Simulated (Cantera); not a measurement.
A freely propagating, adiabatic, planar premixed flame of H₂ : O₂ : N₂ : H₂O = 1 : 0.312 : 1.17 : 0.08 (molar parts), equivalence ratio 1.6, unburnt at 525 K and 0.132 atm; mixture-averaged transport, grid criteria slope 0.08 and curve 0.16, no radiation.

Cantera simulation using the H2/O2 subset of GRI-Mech 3.0, which has no nitrogen chemistry; the numbers are that mechanism's predictions, not measurements. Burning velocities carry a grid error of a few per cent, more on coarse grids.

**Question.** What does this change do: inlet temperature 525 to 675 K?

**Answer.** 
```tsv
quantity	before	after
laminar burning velocity	542 cm/s	857 cm/s
thermal thickness	5.81 mm	6.59 mm
peak x(H₂O₂)	2.28e-6	4.76e-7
peak x(OH)	0.00919	0.0113
peak x(HO₂)	7.17e-5	4.02e-5
```

**Question.** What does this change do: inlet temperature 525 to 623 K?

**Answer.** 
```tsv
quantity	before	after
laminar burning velocity	542 cm/s	728 cm/s
thermal thickness	5.81 mm	6.24 mm
peak x(H₂O₂)	2.28e-6	5.62e-7
peak x(OH)	0.00919	0.0106
peak x(HO₂)	7.17e-5	4.87e-5
```
